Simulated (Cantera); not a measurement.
Input: 1 mol B₂O₃, 0.33 mol NH₃, equilibrated at 10.0 mbar.

Method: chemical equilibrium by Gibbs-energy minimisation in Cantera with the NASA 1993 tables (ideal gas, pure condensed phases). Candidate condensed phases: B, BN, B₂O₃, B₃O₃H₃, H₂O; 39 gas species. Mutual solubility and eutectic melting of coexisting phases are not modelled. Equilibrium is a limit: real reactors are often held back by kinetics, nucleation or transport.

Q: What share of the B ends up in condensed phases as a function of T (°C), at 850, 950, 1050, 1150, 1250, 1350, 1450, 1550?

A: 
```json
[
 {"T (°C)": "850", "B condensed (%)": "100.0", "as": "BN(s) + B₂O₃(l)"},
 {"T (°C)": "950", "B condensed (%)": "100.0", "as": "BN(s) + B₂O₃(l)"},
 {"T (°C)": "1050", "B condensed (%)": "100.0", "as": "BN(s) + B₂O₃(l)"},
 {"T (°C)": "1150", "B condensed (%)": "99.8", "as": "BN(s) + B₂O₃(l)"},
 {"T (°C)": "1250", "B condensed (%)": "99.3", "as": "BN(s) + B₂O₃(l)"},
 {"T (°C)": "1350", "B condensed (%)": "97.1", "as": "B₂O₃(l)"},
 {"T (°C)": "1450", "B condensed (%)": "86.8", "as": "B₂O₃(l)"},
 {"T (°C)": "1550", "B condensed (%)": "11.2", "as": "B₂O₃(l)"}
]
```
